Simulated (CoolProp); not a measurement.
500 sccm (0 °C, 1 atm) of nitrogen bubbles through liquid dimethyl carbonate at 340 K and leaves saturated at a total pressure of 0.15 MPa (ideal gas phase). Each further row changes one setting.

The numbers come from the reference Helmholtz-energy equation of state, Zhou 2011 in CoolProp.

| case | vapour pressure (kPa) | mole fraction of vapour | delivery (mg/min) | delivery (sccm) | change of delivery for a bath 1 K warmer (%) |
|---|---|---|---|---|---|
| as stated | 45.4 | 0.303 | 873 | 217 | 5.5 |
| bath temperature 345 K | 54.6 | 0.364 | 1150 | 286 | 5.9 |
| total pressure 0.3 MPa | 45.4 | 0.151 | 359 | 89.2 | 4.5 |
